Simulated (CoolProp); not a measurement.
The fluid at 298.15 K and 1.22 MPa (gas) is heated at constant pressure to 489.5 K. The same conditions are run with several fluids, on thermodynamics alone (safety and materials aside).

Computed with CoolProp (reference Helmholtz-energy equation of state of each fluid (carbon monoxide: Lemmon 2006; ethane: Bücker 2006; nitrous oxide: Lemmon 2006)).

Question: Rank carbon monoxide, ethane, nitrous oxide by heat (kJ/kg), highest first.

Answer: ethane (427), carbon monoxide (203), nitrous oxide (192)

```json
[
 {"fluid": "carbon monoxide", "final density (kg/m³)": "8.36"},
 {"fluid": "ethane", "final density (kg/m³)": "9.16"},
 {"fluid": "nitrous oxide", "final density (kg/m³)": "13.3"}
]
```
